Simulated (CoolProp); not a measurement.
Computed with CoolProp (reference Helmholtz-energy equation of state, Penoncello 2003).

### Question
For CHF3 (R23), give the phase and the cp (kJ/(kg K)), Joule-Thomson coefficient (K/MPa), conductivity (mW/(m K)) at 315.3 K and 0.21 bar; 248.7 K and 1.3 bar.

### Answer
- 315.3 K and 0.21 bar: gas; cp 0.755, Joule-Thomson coefficient 10.8, conductivity 14.4
- 248.7 K and 1.3 bar: gas; cp 0.681, Joule-Thomson coefficient 22.8, conductivity 11.0

Thermal conductivity comes from a separate model (Shan 2000).
